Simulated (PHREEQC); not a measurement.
0.11 g of hydrous ferric oxide (600 m²/g; 0.2 weak and 0.005 strong sites per Fe, Dzombak-Morel constants, diffuse double layer) in 1 kg of water with 0.01 mol/kgw of an inert sodium salt and 0.0001 mol/kgw CuCl2, at 25 °C; the pH is set by adding NaOH or the inert anion's acid. Oxygen is held at 0.21 atm. The system is closed to CO2. Nothing may precipitate in this run.

The numbers come from PHREEQC with the ion-association model, wateq4f.dat.

| pH | Cu sorbed (%) | surface charge σ (C/m²) | surface potential ψ (mV) |
|---|---|---|---|
| 3 | 0.0 | 0.325 | 203 |
| 3.67 | 0.3 | 0.257 | 193 |
| 5 | 14.2 | (withheld) | 154 |
| 5.67 | 49.8 | 0.088 | 139 |
| 6.33 | 82.9 | 0.070 | 127 |
| 7.67 | (withheld) | 0.024 | 75 |
| 8.33 | 93.3 | 0.010 | 41 |
| 9 | 92.2 | 0.001 | 4 |
| 10.33 | 89.0 | (withheld) | -68 |
| 11 | 84.9 | -0.045 | -102 |

Question: Complete the blanks.

Answer: 
- 5, surface charge σ (C/m²): 0.120
- 7.67, Cu sorbed (%): 94.5
- 10.33, surface charge σ (C/m²): -0.021

Along this series the solution becomes supersaturated in solids that the run did not let form, among them Cu(OH)2. Complexes and solids missing from the database can't appear. The database's constant for dissolved Cu(OH)2 is higher than later reviews accept. The oxide is taken as insoluble; below pH 4 it would dissolve.
